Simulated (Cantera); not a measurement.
An isothermal, constant-pressure homogeneous reactor starts with CH4 : O2 : N2 = 0.012 : 0.0067 : 1 (molar parts), equivalence ratio 3.6, at 1598 K and 5.10 bar.

Computed with Cantera and GRI-Mech 3.0 (53 species, 325 reactions).

x: mole fraction; the columns are a selection and need not sum to one.

```csv
t (s),x CH4,x O2,x CO,x C2H4,x HCN,x N2O,x OH
0.000600,0.0116,0.00652,1.14e-5,1.98e-5,1.03e-11,9.91e-10,8.21e-8
0.00179,0.0105,0.00616,0.000214,0.000232,2.71e-10,5.29e-9,2.39e-7
0.00535,0.00529,0.00281,0.00261,0.000611,(withheld),2.03e-8,6.25e-7
0.0160,0.00298,0.000239,0.00449,6.41e-5,(withheld),1.86e-9,1.20e-7
0.0476,0.00248,1.06e-5,0.00457,2.54e-5,(withheld),5.20e-11,6.74e-8
0.142,0.00180,2.55e-9,0.00449,2.04e-5,(withheld),<1e-12,6.11e-8
0.424,0.00107,<1e-12,0.00459,1.96e-5,(withheld),<1e-12,5.67e-8
1.27,0.000659,<1e-12,0.00520,1.96e-5,(withheld),<1e-12,5.04e-8
3.78,0.000507,<1e-12,0.00649,1.73e-5,(withheld),<1e-12,3.84e-8
11.3,0.000353,<1e-12,0.00836,1.20e-5,(withheld),<1e-12,2.45e-8
33.7,0.000196,<1e-12,0.0101,5.50e-6,(withheld),<1e-12,1.40e-8
101,7.98e-5,<1e-12,0.0111,1.20e-6,(withheld),<1e-12,8.76e-9
300,1.38e-5,<1e-12,0.0114,3.88e-8,(withheld),<1e-12,7.29e-9
```

Question: Some entries are withheld; supply them.

Answer: 
- 0.00535, x HCN: 5.19e-8
- 0.0160, x HCN: 2.73e-7
- 0.0476, x HCN: 3.24e-7
- 0.142, x HCN: 3.63e-7
- 0.424, x HCN: 4.24e-7
- 1.27, x HCN: 5.17e-7
- 3.78, x HCN: 6.46e-7
- 11.3, x HCN: 7.67e-7
- 33.7, x HCN: 8.55e-7
- 101, x HCN: 1.07e-6
- 300, x HCN: 1.35e-6
